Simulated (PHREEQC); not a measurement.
Solution (45 °C): 0.0041 mol/kgw HF and 0.00014 mol/kgw NH4F. It is in equilibrium with CO2 at log p = -3.4 (atm). Otherwise closed; pH follows from the charge balance.

Model: ion-association model, wateq4f.dat, run in PHREEQC.

This is a speciation only: nothing precipitates in the calculation.

Question: What pH, ionic strength does the model give?

Answer: pH 2.96; ionic strength 0.00128 mol/kgw.

Question: In which forms is F present?

Answer: HF 69 %, F- 30 %, HF2- 0.7 % of the F.

Constants without temperature data keep their 25 °C values here.
